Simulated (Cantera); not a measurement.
Gas mixture: CH4 : CO2 : CH3OH : H2O = 0.45 : 0.92 : 0.97 : 0.99 (molar parts), at 143 Torr, frozen composition.

Cantera's kinetic-theory transport with the Lennard-Jones parameters of GRI-Mech 3.0, ideal gas; thermal conductivity in the multicomponent form. Polar gases are described roughly by these parameters. The composition is frozen, though it would react at the higher temperatures.

D: mixture-averaged diffusion coefficient of that species in the mixture.

```json
[
 {"T (K)": "400", "ρ (kg/m³)": "0.166", "cp (J/kg/K)": "1449", "μ (µPa s)": "15.7", "λ (mW/m/K)": "33.1", "Pr": "0.689", "D (cm²/s) OH": "2.56", "D (cm²/s) N2": "1.64", "D (cm²/s) C2H2": "1.28"},
 {"T (K)": "600", "ρ (kg/m³)": "0.111", "cp (J/kg/K)": "1745", "μ (µPa s)": "23.0", "λ (mW/m/K)": "57.9", "Pr": "0.694", "D (cm²/s) OH": "5.25", "D (cm²/s) N2": "3.40", "D (cm²/s) C2H2": "2.73"},
 {"T (K)": "800", "ρ (kg/m³)": "0.0829", "cp (J/kg/K)": "[?]", "μ (µPa s)": "[?]", "λ (mW/m/K)": "[?]", "Pr": "0.698", "D (cm²/s) OH": "[?]", "D (cm²/s) N2": "[?]", "D (cm²/s) C2H2": "[?]"},
 {"T (K)": "1000", "ρ (kg/m³)": "0.0663", "cp (J/kg/K)": "2183", "μ (µPa s)": "35.7", "λ (mW/m/K)": "111", "Pr": "0.701", "D (cm²/s) OH": "12.6", "D (cm²/s) N2": "8.25", "D (cm²/s) C2H2": "6.78"},
 {"T (K)": "1200", "ρ (kg/m³)": "0.0553", "cp (J/kg/K)": "2340", "μ (µPa s)": "[?]", "λ (mW/m/K)": "[?]", "Pr": "0.702", "D (cm²/s) OH": "[?]", "D (cm²/s) N2": "[?]", "D (cm²/s) C2H2": "[?]"},
 {"T (K)": "1400", "ρ (kg/m³)": "0.0474", "cp (J/kg/K)": "2466", "μ (µPa s)": "46.5", "λ (mW/m/K)": "163", "Pr": "0.703", "D (cm²/s) OH": "22.3", "D (cm²/s) N2": "14.6", "D (cm²/s) C2H2": "12.1"},
 {"T (K)": "1600", "ρ (kg/m³)": "0.0414", "cp (J/kg/K)": "2568", "μ (µPa s)": "51.4", "λ (mW/m/K)": "187", "Pr": "0.704", "D (cm²/s) OH": "27.8", "D (cm²/s) N2": "18.2", "D (cm²/s) C2H2": "15.2"}
]
```

What belongs in the gaps?


- 800, cp (J/kg/K): 1986
- 800, μ (µPa s): 29.6
- 800, λ (mW/m/K): 84.3
- 800, D (cm²/s) OH: 8.64
- 800, D (cm²/s) N2: 5.62
- 800, D (cm²/s) C2H2: 4.58
- 1200, μ (µPa s): 41.3
- 1200, λ (mW/m/K): 137
- 1200, D (cm²/s) OH: 17.2
- 1200, D (cm²/s) N2: 11.2
- 1200, D (cm²/s) C2H2: 9.30
